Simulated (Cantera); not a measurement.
A perfectly stirred reactor is fed with 3.57 % H2, 96.4 % O2, at 10.00 Torr; it is held at 1325 K, and followed from long to short residence time.

Computed with Cantera and the H2/O2 subset of GRI-Mech 3.0, which has no nitrogen chemistry. Radical loss at walls, strong at low pressure, is not modelled. The temperature is held fixed by assumption; the heat of reaction is taken as removed at once.

### Question
Predict: x(H2) at τ = 0.960 s; x(O2) at τ = 0.960 s; x(OH) at τ = 0.960 s; x(H2O2) at τ = 0.960 s; x(O) at τ = 0.960 s; x(H2) at τ = 12.0 ms; x(O2) at τ = 12.0 ms; x(OH) at τ = 12.0 ms; x(H2O2) at τ = 12.0 ms; x(O) at τ = 12.0 ms.

### Answer
| Item | Value |
|---|---|
| x(H2) at τ = 0.960 s | 0.000117 |
| x(O2) at τ = 0.960 s | 0.958 |
| x(OH) at τ = 0.960 s | 0.00158 |
| x(H2O2) at τ = 0.960 s | 3.22e-8 |
| x(O) at τ = 0.960 s | 0.00454 |
| x(H2) at τ = 12.0 ms | 0.00118 |
| x(O2) at τ = 12.0 ms | 0.938 |
| x(OH) at τ = 12.0 ms | 0.00394 |
| x(H2O2) at τ = 12.0 ms | 5.89e-8 |
| x(O) at τ = 12.0 ms | 0.0229 |
